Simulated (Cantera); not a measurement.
A freely propagating, adiabatic, planar premixed flame of H2 : O2 : N2 = 1 : 0.667 : 2.51 (molar parts), equivalence ratio 0.75, unburnt at 375 K and 500000 Pa; mixture-averaged transport, grid criteria slope 0.08 and curve 0.16, no radiation.

Cantera simulation using the H2/O2 subset of GRI-Mech 3.0, which has no nitrogen chemistry; the numbers are that mechanism's predictions, not measurements. The hydrogen kinetics of GRI-Mech 3.0 are dated; newer H2 mechanisms differ, most at raised pressure. Burning velocities carry a grid error of a few per cent, more on coarse grids.

Problem. What does this change do: 0.042 parts H2O added?

Solution. 
| quantity | before | after |
|---|---|---|
| laminar burning velocity | 134 cm/s | 124 cm/s |
| thermal thickness | 0.0595 mm | 0.0612 mm |
| peak x(H2O2) | 0.000171 | 0.000181 |
| peak x(H) | 0.00671 | 0.00594 |
| peak x(OH) | 0.00951 | 0.00898 |
| peak x(HO2) | 0.000906 | 0.000908 |

Problem. What does this change do: N2 2.51 to 3.2 parts?

Solution. 
| quantity | before | after |
|---|---|---|
| laminar burning velocity | 134 cm/s | 66.3 cm/s |
| thermal thickness | 0.0595 mm | 0.0830 mm |
| peak x(H2O2) | 0.000171 | 0.000183 |
| peak x(H) | 0.00671 | 0.00284 |
| peak x(OH) | 0.00951 | 0.00479 |
| peak x(HO2) | 0.000906 | 0.000623 |

Problem. What does this change do: 0.074 parts H2O added?

Solution. 
```csv
quantity,before,after
laminar burning velocity,134 cm/s,116 cm/s
thermal thickness,0.0595 mm,0.0627 mm
peak x(H2O2),0.000171,0.000191
peak x(H),0.00671,0.00537
peak x(OH),0.00951,0.00857
peak x(HO2),0.000906,0.000901
```
